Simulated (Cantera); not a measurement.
Mixture: H₂ : O₂ : N₂ = 1 : 0.5 : 1.35 (molar parts), equivalence ratio 1.0, at 9.87 atm, adiabatic and at constant volume. Ignition delay is the time to a rise of 400 K.

Computed with Cantera and GRI-Mech 3.0 (53 species, 325 reactions). The hydrogen kinetics of GRI-Mech 3.0 are dated; newer H2 mechanisms differ, most at raised pressure. Where the delays flatten at high temperature, the 400 K rule measures the pace of heat release, not the induction time.

**Question.** What does this change do: pressure from 9.87 atm to 0.987 atm?

**Answer.** 
```csv
quantity,before,after
delay at 1223 K,24.9 µs,32.9 µs
delay at 1423 K,1.65 µs,14.9 µs
delay at 1623 K,0.766 µs,9.74 µs
delay at 1823 K,0.477 µs,8.54 µs
delay at 2023 K,0.351 µs,9.25 µs
```

**Question.** What does this change do: 0.053 parts CO2 added?

**Answer.** 
| quantity | before | after |
|---|---|---|
| delay at 1223 K | 24.9 µs | 27.4 µs |
| delay at 1423 K | 1.65 µs | 1.69 µs |
| delay at 1623 K | 0.766 µs | 0.785 µs |
| delay at 1823 K | 0.477 µs | 0.490 µs |
| delay at 2023 K | 0.351 µs | 0.363 µs |
